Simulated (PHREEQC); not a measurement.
A PHREEQC speciation (ion-association model, wateq4f.dat) at 20 °C gives pH 1.18 and these molalities:

| species | mol/kgw |
|---|---|
| H+ | 0.0808 |
| HSO4- | 0.0492 |
| SO4-2 | 0.0177 |
| Mn+2 | 0.00149 |
| MnSO4 | 0.000612 |
| Zn+2 | 0.000391 |
| ZnSO4 | 0.000225 |
| Zn(SO4)2-2 | 3.43e-5 |

### Question
What are the element totals, and what could have been dissolved in 1 kg of water to give them?

### Answer
This is not unique; one that fits is totals Mn(2) 0.00210, S(6) 0.0678, Zn 0.000650 mol/kgw, from 65 mmol/kgw H2SO4, 0.65 mmol/kgw ZnSO4 and 2.1 mmol/kgw MnSO4.

Precipitation was switched off in this run.
